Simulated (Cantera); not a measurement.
A perfectly stirred reactor is fed with 1.19 % H2, 98.8 % O2, equivalence ratio 0.0060, at 20.0 Torr; it is held at 1250 K, and followed from long to short residence time.

Model: the H2/O2 subset of GRI-Mech 3.0, which has no nitrogen chemistry, integrated in Cantera. Radical loss at walls, strong at low pressure, is not modelled.

Task: Predict: x(H2) at τ = 25.0 s; x(O2) at τ = 25.0 s; x(H2O) at τ = 25.0 s; x(HO2) at τ = 25.0 s; x(OH) at τ = 25.0 s; x(H2) at τ = 0.140 s; x(O2) at τ = 0.140 s; x(H2O) at τ = 0.140 s; x(HO2) at τ = 0.140 s; x(OH) at τ = 0.140 s.

Result: 
```
Property                  Value
---------------------  --------
x(H2) at τ = 25.0 s     4.98e-6
x(O2) at τ = 25.0 s       0.988
x(H2O) at τ = 25.0 s     0.0119
x(HO2) at τ = 25.0 s    1.50e-7
x(OH) at τ = 25.0 s    0.000135
x(H2) at τ = 0.140 s    9.99e-5
x(O2) at τ = 0.140 s      0.984
x(H2O) at τ = 0.140 s    0.0114
x(HO2) at τ = 0.140 s   1.12e-6
x(OH) at τ = 0.140 s   0.000694
```
